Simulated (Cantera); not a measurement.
Charge: 1 mol SiH₄, 0.43 mol CO₂, 0.69 mol O₂, at 7.50 Torr.

These are equilibrium values from Cantera (NASA tables, ideal gas, pure condensed phases), not measurements of a reactor. Candidate condensed phases: C, C₆H₆, C₇H₈, C₈H₁₈, H₂O, Si, SiC, SiO₂; 123 gas species. Mutual solubility and eutectic melting of coexisting phases are not modelled. The tables hold silica as quartz up to 1696 K and as liquid above; real silica turns to tridymite and cristobalite and melts near 1996 K. Rates play no part.

Question: Which condensed phases are stable at each of these points (T (°C)): 477, 577, 677, 777, 877, 977, 1077, 1177, 1277, 1377?

Answer: 
```tsv
T (°C)	condensed phases	Si condensed (%)
477	C(graphite) + SiO₂(α-quartz)	100.0
577	C(graphite) + SiO₂(β-quartz)	100.0
677	C(graphite) + SiO₂(β-quartz)	100.0
777	C(graphite) + SiO₂(β-quartz)	100.0
877	C(graphite) + SiO₂(β-quartz)	100.0
977	C(graphite) + SiO₂(β-quartz)	100.0
1077	SiC(s) + SiO₂(β-quartz)	100.0
1177	SiC(s) + SiO₂(β-quartz)	99.3
1277	SiC(s) + SiO₂(β-quartz)	90.9
1377	SiO₂(β-quartz)	81.0
```

At 477 °C the condensed part is C(graphite) + SiO₂(α-quartz). From 577 °C to 977 °C the condensed part is C(graphite) + SiO₂(β-quartz). From 1077 °C to 1277 °C the condensed part is SiC(s) + SiO₂(β-quartz). At 1377 °C the condensed part is SiO₂(β-quartz).
